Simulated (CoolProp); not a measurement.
Values from CoolProp's reference Helmholtz-energy equation of state, Lemmon 2006. It is a short technical equation, of lower accuracy than the large ones.

Task: Give the vapour pressure (MPa), liquid cp (kJ/(kg K)), vapour Z of saturated nitrous oxide at 213.7, 222.5, 231.4 K.

Result: 
```
T (K)  p (MPa)  liquid cp (kJ/(kg K))  vapour Z
-----  -------  ---------------------  --------
213.7    0.440                   1.77     0.926
222.5    0.631                   1.80     0.905
231.4    0.882                   1.84     0.880
```
